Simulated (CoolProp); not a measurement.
Vapour pressure (bar) of CH2F2 (R32): the reference equation beside estimates from Tc = 351.3 K, pc = 57.83 bar, ω = 0.277.

Model: reference Helmholtz-energy equation of state, Tillner-Roth 1997, in CoolProp.

```csv
T (K),reference,Lee-Kesler,Peng-Robinson
269.1,7.127,7.213,7.146
272.2,7.886,7.987,7.913
275.2,8.678,8.793,8.714
278.3,9.559,9.687,9.604
281.4,10.50,10.65,10.56
284.5,11.52,11.68,11.59
287.5,12.57,12.74,12.65
290.6,13.73,13.91,13.83
293.7,14.97,15.16,15.09
296.8,16.29,16.49,16.43
299.8,17.66,17.86,17.81
302.9,19.15,19.36,19.32
306,20.74,20.96,20.93
309.1,22.43,22.65,22.64
```

Absolute difference from the reference over all 14 rows, mean and median: Lee-Kesler 1.2 and 1.3 %, Peng-Robinson 0.7 and 0.7 %.
